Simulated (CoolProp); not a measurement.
Vapour-liquid equilibrium of acetone (1) + water (2) at 362.7 K; x and y are mole fractions of (1).

Computed with CoolProp (multi-fluid Helmholtz-energy mixture model, Lemmon 2006 and Wagner 2002; pair parameters Bell 2016).

### Question
Give the bubble pressure and the first vapour's composition at x = 0.35, 0.55, 0.85. Is there an azeotrope?

### Answer
x = 0.35: 0.2337 MPa, y = 0.751; x = 0.55: 0.2469 MPa, y = 0.781; x = 0.85: 0.2717 MPa, y = 0.894. No azeotrope shows between x = 0.05 and 0.95.

Pair parameters are fitted to limited data, so mixtures are less certain than the pure fluids. With so large a gap from Raoult's law the liquid may split in two, which this calculation doesn't test in full.
